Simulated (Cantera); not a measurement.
An isothermal, constant-pressure homogeneous reactor starts with CH4 : H2O : H2 = 1 : 1.5 : 1.4 (molar parts), at 1675 K and 10.0 bar. Integrator tolerance rtol = 1e-08.

Cantera simulation using GRI-Mech 3.0 (53 species, 325 reactions); the numbers are that mechanism's predictions, not measurements.

What does this change do: H2O 1.5 to 3.6 parts?


```json
[
 {"quantity": "x(CH4) at 2.00 s", "before": "0.0420 (gas-phase equilibrium 5.73e-5)", "after": "0.00716 (gas-phase equilibrium 4.19e-6)"},
 {"quantity": "x(H2O) at 2.00 s", "before": "0.133 (gas-phase equilibrium 0.0796)", "after": "0.320 (gas-phase equilibrium 0.307)"},
 {"quantity": "x(H2) at 2.00 s", "before": "0.685 (gas-phase equilibrium 0.751)", "after": "0.554 (gas-phase equilibrium 0.568)"},
 {"quantity": "x(C2H6) at 2.00 s", "before": "1.60e-5 (gas-phase equilibrium 2.75e-11)", "after": "5.60e-7 (gas-phase equilibrium <1e-12)"},
 {"quantity": "x(CH2) at 2.00 s", "before": "1.83e-9 (gas-phase equilibrium 2.13e-12)", "after": "3.60e-10 (gas-phase equilibrium <1e-12)"},
 {"quantity": "x(O2) at 2.00 s", "before": "<1e-12 (gas-phase equilibrium <1e-12)", "after": "7.91e-12 (gas-phase equilibrium 7.07e-12)"}
]
```

What does this change do: pressure from 10.0 bar to 1.01 bar?


```tsv
quantity	before	after
x(CH4) at 2.00 s	0.0420 (gas-phase equilibrium 5.73e-5)	0.0178 (gas-phase equilibrium 5.89e-7)
x(H2O) at 2.00 s	0.133 (gas-phase equilibrium 0.0796)	0.144 (gas-phase equilibrium 0.0795)
x(H2) at 2.00 s	0.685 (gas-phase equilibrium 0.751)	0.694 (gas-phase equilibrium 0.751)
x(C2H6) at 2.00 s	1.60e-5 (gas-phase equilibrium 2.75e-11)	2.31e-6 (gas-phase equilibrium <1e-12)
x(CH2) at 2.00 s	1.83e-9 (gas-phase equilibrium 2.13e-12)	1.09e-8 (gas-phase equilibrium <1e-12)
x(O2) at 2.00 s	<1e-12 (gas-phase equilibrium <1e-12)	7.75e-12 (gas-phase equilibrium 2.66e-12)
```

What does this change do: temperature 1675 to 1450 K?


| quantity | before | after |
|---|---|---|
| x(CH4) at 2.00 s | 0.0420 (gas-phase equilibrium 5.73e-5) | 0.223 (gas-phase equilibrium 0.000705) |
| x(H2O) at 2.00 s | 0.133 (gas-phase equilibrium 0.0796) | 0.368 (gas-phase equilibrium 0.0785) |
| x(H2) at 2.00 s | 0.685 (gas-phase equilibrium 0.751) | 0.393 (gas-phase equilibrium 0.752) |
| x(C2H6) at 2.00 s | 1.60e-5 (gas-phase equilibrium 2.75e-11) | 0.000347 (gas-phase equilibrium 1.83e-9) |
| x(CH2) at 2.00 s | 1.83e-9 (gas-phase equilibrium 2.13e-12) | 9.30e-11 (gas-phase equilibrium <1e-12) |
| x(O2) at 2.00 s | <1e-12 (gas-phase equilibrium <1e-12) | <1e-12 (gas-phase equilibrium <1e-12) |
